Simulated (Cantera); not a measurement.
Feed: 1 mol FeS2, 0.12 mol O2, 3.5 mol CO2, at 13.3 mbar.

Equilibrium computed with Cantera from the NASA thermochemical tables; the gas is ideal and each condensed phase is pure. Candidate condensed phases: C, Fe, Fe(CO)5, FeO, FeS, FeSO4, FeS2, Fe2O3, Fe2(SO4)3, Fe3O4, S; 25 gas species. Metal and sulfide melt together well below either melting point, which pure phases cannot show. Mutual solubility and eutectic melting of coexisting phases are not modelled. The tables' stoichiometric FeO is somewhat more stable than real wüstite, so its field is too wide. FeO, FeS: taken at fixed stoichiometry. Gases not in the tables: S3 to S7. Rates play no part.

Task: Which condensed phases are stable at each of these points (T (K)): 950, 1050, 1150, 1250, 1350, 1450, 1550, 1650, 1750, 1850?

Result: 
```tsv
T (K)	condensed phases	Fe condensed (%)
950	FeS(s)	100.0
1050	FeS(s)	100.0
1150	FeS(s)	100.0
1250	FeS(s)	100.0
1350	FeS(s)	100.0
1450	FeO(s) + FeS(s)	100.0
1550	FeO(s) + FeS(l)	100.0
1650	FeO(l)	100.0
1750	FeO(l)	99.9
1850	FeO(l)	99.4
```

From 950 K to 1350 K the condensed part is FeS(s). At 1450 K the condensed part is FeO(s) + FeS(s). At 1550 K the condensed part is FeO(s) + FeS(l). From 1650 K to 1850 K the condensed part is FeO(l).
